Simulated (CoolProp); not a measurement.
Vapour-liquid equilibrium of hydrogen sulfide (1) + propane (2) at 20.6 bar; x and y are mole fractions of (1).

Model: multi-fluid Helmholtz-energy mixture model, Lemmon 2006 and Lemmon 2009; pair parameters Kunz 2012, in CoolProp.

Q: Give the bubble temperature and the first vapour's composition at x = 0.15, 0.45, 0.95. Is there an azeotrope?

A: x = 0.15: 317.2 K, y = 0.305; x = 0.45: 302.8 K, y = 0.615; x = 0.95: 298.2 K, y = 0.938. y crosses x between x = 0.85 and 0.95: the model has an azeotrope there.

Pair parameters are fitted to limited data, so mixtures are less certain than the pure fluids.
